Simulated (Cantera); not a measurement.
## Equilibrium for metals in furnace atmospheres: Fe + CO2 + CO + H2S

Feed: 1 mol Fe, 10 mol CO2, 0.41 mol CO, 0.51 mol H2S, held at 1475 K and 0.0650 bar.

Equilibrium computed with Cantera from the NASA thermochemical tables; the gas is ideal and each condensed phase is pure. Candidate condensed phases: C, C6H6, C7H8, C8H18, Fe, Fe(CO)5, FeO, Fe(OH)2, Fe(OH)3, FeS, FeSO4, FeS2, Fe2O3, Fe2(SO4)3, Fe3O4, H2O, H2SO4, S; 127 gas species. The tables' stoichiometric FeO is somewhat more stable than real wüstite, so its field is too wide. FeO: taken at fixed stoichiometry. Kinetics and transport are ignored.

```
Property                                    Value
--------------------------------------  ---------
x(CO2)                                      0.691
x(CO)                                       0.226
x(H2O)                                     0.0393
x(SO2)                                     0.0310
x(S2)                                     0.00596
x(H2)                                     0.00517
x(SO)                                    0.000706
x(COS)                                   0.000604
x(H2S)                                   0.000418
n(FeO(s))                               1.000 mol
gas amount                              11.35 mol
log10 activity of Fe(γ) (absent)            -1.27
log10 activity of S(l) (absent)             -2.89
log10 activity of C(graphite) (absent)      -5.40
```
